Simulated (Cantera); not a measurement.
Input: 1 mol B₂H₆, 0.2 mol NH₃, 14 mol N₂, equilibrated at 1223.15 K and 0.0820 bar.

Method: chemical equilibrium by Gibbs-energy minimisation in Cantera with the NASA 1993 tables (ideal gas, pure condensed phases). Candidate condensed phases: B, BN; 15 gas species. The feed counts by its element totals alone. Equilibrium is a limit: real reactors are often held back by kinetics, nucleation or transport.

Base state: N₂ 0.799, H₂ 0.201 (mole fractions); condensed: BN(s).

Task: What changes in the equilibrium state with this change: B₂H₆ replaced by BCl₃?

Result: 
```json
[
 {"species": "N₂", "before": "0.799", "after": "0.909"},
 {"species": "BCl₃", "before": "0", "after": "0.0519"},
 {"species": "HCl", "before": "0", "after": "0.0389"},
 {"species": "H₂", "before": "0.201", "after": "9.27e-6"},
 {"species": "Cl", "before": "0", "after": "1.16e-5"},
 {"species": "BN(s), mol", "before": "2.00", "after": "0.200"}
]
```
Further candidate phases: NH₄Cl.

Task: What changes in the equilibrium state with this change: B₂H₆ replaced by B?

Result: 
```json
[
 {"species": "N₂", "before": "0.799", "after": "0.978"},
 {"species": "H₂", "before": "0.201", "after": "0.0216"},
 {"species": "BN(s), mol", "before": "2.00", "after": "1.00"}
]
```
